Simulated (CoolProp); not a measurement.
The fluoroketone C6F12O (FK-5-1-12) along the isobar 6860 kPa: density (kg/m³) from the reference equation and from simpler models built on Tc = 168.7 °C, pc = 1869 kPa, ω = 0.471; each cubic takes its own stable root.

Values from CoolProp's reference Helmholtz-energy equation of state, McLinden 2015.

```tsv
T (°C)	phase	reference	van der Waals	Redlich-Kwong	Soave-Redlich-Kwong	Peng-Robinson
139.35	liquid	1283	884.4	1154	1183	1326
146.65	liquid	1257	874.8	1133	1156	1293
153.95	liquid	1229	865.1	1112	1127	1260
161.25	liquid	1201	855.3	1090	1098	1225
168.55	liquid	1172	845.4	1068	1068	1190
175.85	supercritical	1141	835.3	1046	1037	1153
183.15	supercritical	1110	825.1	1023	1006	1115
190.35	supercritical	1079	814.9	1001	974.2	1077
197.65	supercritical	1045	804.4	978.1	941.7	1039
204.95	supercritical	1011	793.9	955.1	908.9	999.6
212.25	supercritical	976.8	783.1	932.0	876.0	960.5
219.55	supercritical	941.8	772.3	908.8	843.3	921.9
226.85	supercritical	906.7	761.3	885.7	811.1	884.0
```
